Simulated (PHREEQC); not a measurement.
A solution holds 20 mmol/kgw HNO3, 64 mmol/kgw AlCl3 and 11 mmol/kgw MnSO4, at 10 °C. Closed to the air; pH follows from the charge balance.

All values are PHREEQC results (ion-association model, phreeqc.dat), not measurements.

Each row changes one thing in this solution. Precipitation was switched off in this run.

| case | pH | ionic strength (mol/kgw) | Al+3 (mol/kgw) | AlSO4+ (mol/kgw) | MnCl+ (mol/kgw) | SO4-2 (mol/kgw) | SI of Gibbsite (Al(OH)3) |
|---|---|---|---|---|---|---|---|
| as made | 1.82 | 0.391 | 0.0555 | 0.00840 | 0.00184 | 0.00169 | -5.78 |
| HNO3 from 0.02 to 0.018 mol/kgw | 1.87 | 0.389 | 0.0554 | 0.00845 | 0.00184 | 0.00169 | -5.64 |
| 0.0046 mol/kgw MgSO4 added | 1.83 | 0.388 | 0.0522 | 0.0116 | 0.00183 | 0.00246 | -5.79 |
| HNO3 left out | 3.61 | [?] | 0.0547 | [?] | 0.00186 | 0.00174 | -0.41 |
| AlCl3 from 0.064 to 0.0128 mol/kgw | 1.82 | 0.101 | 0.00734 | 0.00526 | 0.000601 | 0.00311 | -6.41 |
| temperature from 10 to 85 °C | [?] | 0.392 | 0.0556 | 0.00778 | 0.00157 | 0.00104 | -2.12 |

Question: Complete the blanks.

Answer: 
- HNO3 left out, ionic strength (mol/kgw): 0.369
- HNO3 left out, AlSO4+ (mol/kgw): 0.00890
- temperature from 10 to 85 °C, pH: 1.85

Complexes and solids missing from the database can't appear. At this temperature some constants are extrapolated from 25 °C, and those without enthalpy data are left unchanged.
